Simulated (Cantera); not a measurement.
Hydrocarbon pyrolysis for carbon deposition

A perfectly stirred reactor is fed with 41.9 % C₂H₆, 58.1 % H₂, at 100000 Pa; it is held at 1875 K, and followed from long to short residence time.

Computed with Cantera and GRI-Mech 3.0 (53 species, 325 reactions). GRI-Mech 3.0 stops at C3 and has no aromatics, soot or wall deposition, so with more carbon than oxygen in the feed, carbon stays in small species such as C2H2 where larger ones or solid carbon would form.

```json
[
 {"τ (s)": "3.9", "x C₂H₆": "2.21e-6", "x H₂": "0.762", "x H": "0.000578", "x C₂H₄": "0.00240", "x C₂H₂": "0.223", "x CH₂": "1.60e-7", "x CH₃": "0.000178"},
 {"τ (s)": "1.2", "x C₂H₆": "3.52e-6", "x H₂": "0.761", "x H": "0.000580", "x C₂H₄": "0.00240", "x C₂H₂": "0.222", "x CH₂": "1.88e-7", "x CH₃": "0.000211"},
 {"τ (s)": "0.39", "x C₂H₆": "7.41e-6", "x H₂": "0.757", "x H": "0.000585", "x C₂H₄": "0.00240", "x C₂H₂": "0.221", "x CH₂": "2.52e-7", "x CH₃": "0.000287"},
 {"τ (s)": "0.13", "x C₂H₆": "1.87e-5", "x H₂": "0.751", "x H": "0.000596", "x C₂H₄": "0.00243", "x C₂H₂": "0.218", "x CH₂": "3.79e-7", "x CH₃": "0.000436"},
 {"τ (s)": "0.040", "x C₂H₆": "5.53e-5", "x H₂": "0.739", "x H": "0.000619", "x C₂H₄": "0.00258", "x C₂H₂": "0.214", "x CH₂": "6.30e-7", "x CH₃": "0.000727"},
 {"τ (s)": "0.013", "x C₂H₆": "0.000158", "x H₂": "0.722", "x H": "0.000663", "x C₂H₄": "0.00309", "x C₂H₂": "0.207", "x CH₂": "1.06e-6", "x CH₃": "0.00120"},
 {"τ (s)": "0.0040", "x C₂H₆": "0.000461", "x H₂": "0.701", "x H": "0.000750", "x C₂H₄": "0.00464", "x C₂H₂": "0.198", "x CH₂": "1.87e-6", "x CH₃": "0.00201"},
 {"τ (s)": "0.0013", "x C₂H₆": "0.00124", "x H₂": "0.678", "x H": "0.000890", "x C₂H₄": "0.00828", "x C₂H₂": "0.186", "x CH₂": "3.29e-6", "x CH₃": "0.00325"},
 {"τ (s)": "0.00041", "x C₂H₆": "0.00335", "x H₂": "0.651", "x H": "0.00109", "x C₂H₄": "0.0166", "x C₂H₂": "0.169", "x CH₂": "5.89e-6", "x CH₃": "0.00530"}
]
```
x: mole fraction; the columns are a selection and need not sum to one.
